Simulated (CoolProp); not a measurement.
The fluid at 298.15 K and 0.866 MPa (liquid) is heated at constant pressure to 367.9 K. The same conditions are run with several fluids, on thermodynamics alone (safety and materials aside).

Computed with CoolProp (reference Helmholtz-energy equation of state of each fluid (n-perfluorobutane: Gao 2022; n-hexane: Thol 2019; benzene: Thol 2012; R142b: Lemmon 2006; R123: Younglove 1994)).

```json
[
 {"fluid": "n-perfluorobutane", "heat (kJ/kg)": "…", "final phase": "gas", "final density (kg/m³)": "80.9"},
 {"fluid": "n-hexane", "heat (kJ/kg)": "169", "final phase": "liquid", "final density (kg/m³)": "588"},
 {"fluid": "benzene", "heat (kJ/kg)": "128", "final phase": "liquid", "final density (kg/m³)": "798"},
 {"fluid": "R142b", "heat (kJ/kg)": "…", "final phase": "gas", "final density (kg/m³)": "32.2"},
 {"fluid": "R123", "heat (kJ/kg)": "…", "final phase": "liquid", "final density (kg/m³)": "…"}
]
```

### Question
Fill in the missing entries.

### Answer

- n-perfluorobutane, heat (kJ/kg): 146
- R142b, heat (kJ/kg): 260
- R123, heat (kJ/kg): 74.4
- R123, final density (kg/m³): 1270
